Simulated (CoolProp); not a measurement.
A single-stage vapour-compression cycle with hydrogen chloride: evaporating at 197.15 K (dew point), condensing at 259.15 K (bubble point), superheat 8 K, subcooling 8 K, compressor efficiency 0.8, no pressure losses. Each further row changes one setting.

Computed with CoolProp (reference Helmholtz-energy equation of state, Thol 2018).

```
case                              cooling COP  pressure ratio  discharge temperature (K)  refrigerating effect (kJ/kg)  volumetric capacity (kJ/m³)
--------------------------------  -----------  --------------  -------------------------  ----------------------------  ---------------------------
as stated                                1.82            10.7                      448.4                           347                         1270
evaporating temperature 202.15 K          [?]             [?]                      423.4                           350                         1610
condensing temperature 254.15 K          2.04             [?]                        [?]                           356                         1300
subcooling 13 K                          1.87            10.7                      448.4                           356                         1300
superheat 18 K                            [?]            10.7                      471.4                           356                         1230
compressor efficiency 0.7                 [?]            10.7                      480.9                           347                         1270
```

Question: Fill in the missing entries.

Answer: 
- evaporating temperature 202.15 K, cooling COP: 2.10
- evaporating temperature 202.15 K, pressure ratio: 8.36
- condensing temperature 254.15 K, pressure ratio: 9.26
- condensing temperature 254.15 K, discharge temperature (K): 427.8
- superheat 18 K, cooling COP: 1.77
- compressor efficiency 0.7, cooling COP: 1.59
